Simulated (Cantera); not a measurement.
A closed system holds: 1 mol C2H2, 0.31 mol CO2, 0.15 mol H2O, at 2.10 bar.

These are equilibrium values from Cantera (NASA tables, ideal gas, pure condensed phases), not measurements of a reactor. Candidate condensed phases: C, C6H6, C7H8, C8H18, H2O; 110 gas species. Rates play no part.

x: gas mole fraction; n: condensed amount in mol.

```csv
T (°C),x H2,x H2O,x CO,x CH4,x CO2,x H,x C2H2 (acetylene),n C(graphite)
252,0.0119,0.587,2.45e-5,0.296,0.105,<1e-12,<1e-12,1.92
452,0.154,0.434,0.00698,0.256,0.148,<1e-12,<1e-12,1.88
652,0.454,0.193,0.136,0.0983,0.118,1.21e-10,5.76e-11,1.83
852,0.570,0.0282,0.366,0.0197,0.0164,2.31e-8,1.31e-8,1.58
1052,0.591,0.00356,0.399,0.00493,0.00129,8.68e-7,5.03e-7,1.54
1252,0.596,0.000722,0.401,0.00170,0.000180,1.26e-5,7.21e-6,1.54
1452,0.598,…,0.401,…,…,…,…,1.54
1652,0.598,8.05e-5,0.401,0.000392,1.25e-5,0.000510,0.000274,1.54
1852,0.596,…,0.401,…,…,…,…,1.54
2052,0.591,1.93e-5,0.400,0.000150,2.30e-6,0.00584,0.00289,1.53
2252,0.580,1.11e-5,0.398,0.000102,1.21e-6,0.0147,0.00696,1.51
2452,0.558,6.77e-6,0.395,7.07e-5,7.05e-7,0.0322,0.0144,1.48
```

Task: What belongs in the gaps?

Result: 
- 1452, x H2O: 0.000212
- 1452, x CH4: 0.000749
- 1452, x CO2: 4.04e-5
- 1452, x H: 9.91e-5
- 1452, x C2H2 (acetylene): 5.51e-5
- 1852, x H2O: 3.69e-5
- 1852, x CH4: 0.000232
- 1852, x CO2: 4.93e-6
- 1852, x H: 0.00193
- 1852, x C2H2 (acetylene): 0.000999
